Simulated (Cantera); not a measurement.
Input: 1 mol AlN, 0.11 mol Cl2, 5.9 mol N2, equilibrated at 1.00 bar.

These are equilibrium values from Cantera (NASA tables, ideal gas, pure condensed phases), not measurements of a reactor. Candidate condensed phases: Al, AlCl3, AlN; 11 gas species. The tables' values for AlCl2 are old estimates; treat these amounts as uncertain. Kinetics and transport are ignored. All values below are at 1400 K.

Base state: N2 0.988, AlCl3 0.0121, AlCl2 9.18e-5 (mole fractions); condensed: AlN(s).

Q: What changes in the equilibrium state with this change: 0.33 mol H2O added?

A: 
```csv
species,before,after
N2,0.988,0.935
H2,0,0.0437
HCl,0,0.0149
AlCl3,0.0121,0.00637
AlCl2,9.18e-5,6.03e-5
"AlN(s), mol",0.926,0.738
"Al2O3(s), mol",0,0.110
```
Mutual solubility and eutectic melting of coexisting phases are not modelled. Further candidate phases: Al2O3, H2O, NH4Cl.
